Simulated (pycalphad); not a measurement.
Effect of V content in Si-V

Source of the numbers: pycalphad with the COST 507 light-alloy database (1999); pressure 1 atm. The database dates from 1999; later assessments differ in places, in temperatures and in the compounds included. Amounts are mole fractions of atoms. Diffusion is slow at the low end, where real alloys seldom reach equilibrium.

**Question.** One of these alloys has its liquidus at 1580 °C, its solidus at 1402 °C, and holds diamond (Si) 0.53, SI2V 0.47 at 477 °C. Which?
A. Si-75.7V (wt.%)
B. Si-45.59V (wt.%)
C. Si-97.06V (wt.%)
D. Si-25.39V (wt.%)

**Answer.** D, Si-25.39V (wt.%). The others: Si-45.59V (wt.%), liquidus 1676, solidus 1402; Si-75.7V (wt.%), liquidus 2010, solidus 1918; Si-97.06V (wt.%), liquidus 1873, solidus 1860

Database names, with the compositions (at.%) that they take in these runs: SI2V: Si 67 V 33.
